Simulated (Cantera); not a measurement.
Input (Python, Cantera) and output of one run.

```python
import numpy as np
import cantera as ct

gas_names = """
    C CO COS CO2 CS CS2 C2 C2O C3 C3O2 C4 C5 Fe FeC5O5 FeO O O2 O3 S SO SO2 SO3 S2 S2O S8
""".split()
cond_names = """
    C(gr) Fe(a) Fe(c) Fe(d) Fe(L) FeC5O5(L) FeO(s) FeO(L) FeS(a) FeS(b) FeS(c) FeS(L) FeSO4(s) FeS2(s)
    Fe2O3(s) Fe2S3O12(s) Fe3O4(s) S(cr1) S(cr2) S(L)
""".split()


# ... load() reads the species with a 1 bar reference pressure and builds the phases ...
atoms = {
    'Fe2O3': {'Fe': 2, 'O': 3},
    'SO3': {'S': 1, 'O': 3},
    'CO2': {'C': 1, 'O': 2},
}
top_T = {'C(gr)': 4500, 'FeSO4(s)': 950, 'FeS2(s)': 1010, 'Fe2O3(s)': 1830, 'Fe2S3O12(s)': 1100, 'Fe3O4(s)': 1870}  # K; cautious upper limits of use, not melting points


# ... equilibrate(T, P, feed) seeds the gas with the atoms and calls Mixture.equilibrate('TP', solver="vcs", rtol=1e-11, max_steps=5000) ...
results = []
T = 1698  # K
P = 101325  # Pa
for m in [0.19, 0.72, 1.2, 1.8, 2.3, 2.8, 3.3, 3.9, 4.4]:
    feed = {'Fe2O3': 1, 'SO3': 0.23, 'CO2': m}  # mol
    mix = equilibrate(T, P, feed)
    results.append((T, P, feed, dict(zip(mix.species_names, mix.species_moles))))

top = {s: max(r[3][s] / sum(r[3][g] for g in gas_names) for r in results) for s in gas_names}
cols = sorted((s for s in top if top[s] > 1e-05), key=lambda s: -top[s])[:8]
seen = [c for c in cond_names if any(r[3].get(c, 0) > 1e-12 for r in results)]
print("log10 of partial pressures in bar; condensed amounts in mol")
print(f"{'n(CO2)':>10s}" + "".join(f"{s[:9]:>10s}" for s in cols + seen))
for T, P, feed, n in results:
    ng = sum(n[g] for g in gas_names)
    print(f"{feed['CO2']:10.4g}" + "".join(f"{np.log10(max(n[s] / ng * P / 1e5, 1e-99)):10.3f}" for s in cols)
          + "".join(f"{n.get(c, 0):10.4g}" for c in seen))
```

Result:

```
log10 of partial pressures in bar; condensed amounts in mol
    n(CO2)       CO2        O2       SO2       SO3        CO         O  Fe3O4(s)
      0.19    -0.561    -0.392    -0.482    -2.492    -4.539    -4.555    0.6667
      0.72    -0.227    -0.636    -0.726    -2.858    -4.083    -4.677    0.6667
       1.2    -0.148    -0.779    -0.869    -3.072    -3.932    -4.748    0.6667
       1.8    -0.103    -0.909    -0.999    -3.267    -3.822    -4.813    0.6667
       2.3    -0.082    -0.994    -1.084    -3.394    -3.758    -4.856    0.6667
       2.8    -0.067    -1.065    -1.155    -3.501    -3.708    -4.891    0.6667
       3.3    -0.057    -1.126    -1.215    -3.592    -3.667    -4.922    0.6667
       3.9    -0.048    -1.189    -1.279    -3.687    -3.627    -4.953    0.6667
       4.4    -0.042    -1.236    -1.325    -3.757    -3.598    -4.977    0.6667
```

These are equilibrium values from Cantera (NASA tables, ideal gas, pure condensed phases), not measurements of a reactor.
